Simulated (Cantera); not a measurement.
What does this Cantera script print?

```python
import numpy as np
import cantera as ct

gas = ct.Solution("gri30.yaml")
gas.TPX = 1075, 101325, {'CH3OH': 1, 'O2': 0.938, 'N2': 4.97}
reactor = ct.IdealGasConstPressureReactor(gas, energy="on", clone=False)
net = ct.ReactorNet([reactor])
net.rtol, net.atol = 1e-08, 1e-16
show = ['CH3OH', 'O2', 'C2H6', 'CH3', 'C2H', 'NO']
times = np.geomspace(2e-06, 2, 12)

steps = ct.SolutionArray(gas, extra=["t"])
rows = []
print(f"{'t/s':>10s}{'T/K':>9s}{'P/Pa':>11s}" + "".join(f"{s:>11s}" for s in show))
for t in times:
    while net.time < t:
        t_next = net.step()
        steps.append(gas.state, t=t_next)
    rows.append([np.interp(t, steps.t, y) for y in (steps.T, steps.P, *steps(*show).X.T)])
    print(f"{t:10.3e}{rows[-1][0]:9.1f}{rows[-1][1]:11.4g}" + "".join(f"{x:11.3e}" for x in rows[-1][2:]))
rate = np.gradient(steps.T, steps.t)
print("integrator steps:", len(steps.t))
if steps.T.max() > steps.T[0] + 200:
    print(f"time of steepest temperature rise: {steps.t[rate.argmax()]:.4e} s")
gas.TPX = 1075, 101325, {'CH3OH': 1, 'O2': 0.938, 'N2': 4.97}
gas.equilibrate("HP")
print(f"equilibrium (HP): T = {gas.T:.1f} K  " + "  ".join(f"{s} {gas[s].X[0]:.3e}" for s in show))
```

Output:

```
       t/s      T/K       P/Pa      CH3OH         O2       C2H6        CH3        C2H         NO
 2.000e-06   1075.0  1.013e+05  1.448e-01  1.358e-01  6.179e-19  1.042e-10  2.884e-34  1.381e-24
 7.022e-06   1075.0  1.013e+05  1.448e-01  1.358e-01  2.457e-17  3.462e-10  1.099e-33  8.819e-24
 2.466e-05   1075.0  1.013e+05  1.448e-01  1.358e-01  8.106e-16  1.009e-09  3.953e-33  3.897e-23
 8.658e-05   1075.0  1.013e+05  1.448e-01  1.358e-01  1.527e-14  2.039e-09  1.405e-32  1.524e-22
 3.040e-04   1075.0  1.013e+05  1.448e-01  1.358e-01  1.132e-13  2.378e-09  4.957e-32  5.635e-22
 1.067e-03   1075.0  1.013e+05  1.448e-01  1.358e-01  4.763e-13  2.374e-09  1.753e-31  2.020e-21
 3.748e-03   1075.0  1.013e+05  1.448e-01  1.358e-01  1.735e-12  2.351e-09  6.873e-31  7.385e-21
 1.316e-02   1075.0  1.013e+05  1.448e-01  1.358e-01  5.974e-12  2.279e-09  6.693e-30  4.009e-20
 4.620e-02   1075.1  1.013e+05  1.447e-01  1.357e-01  1.899e-11  2.029e-09  3.159e-28  1.605e-18
 1.622e-01   2265.4  1.013e+05  7.836e-15  2.791e-05  3.221e-25  5.469e-13  3.799e-19  9.410e-05
 5.696e-01   2264.9  1.013e+05  7.858e-15  2.773e-05  3.261e-25  5.495e-13  3.810e-19  1.492e-04
 2.000e+00   2264.9  1.013e+05  7.858e-15  2.773e-05  3.261e-25  5.495e-13  3.810e-19  1.494e-04
integrator steps: 2510
time of steepest temperature rise: 9.3248e-02 s
equilibrium (HP): T = 2264.9 K  CH3OH 8.001e-15  O2 2.773e-05  C2H6 4.058e-25  CH3 6.253e-13  C2H 4.215e-19  NO 1.494e-04
```

Cantera simulation using GRI-Mech 3.0 (53 species, 325 reactions); the numbers are that mechanism's predictions, not measurements. GRI-Mech 3.0 was tuned for natural gas; its chemistry of methanol as a main component is partial and can be far from experiment.
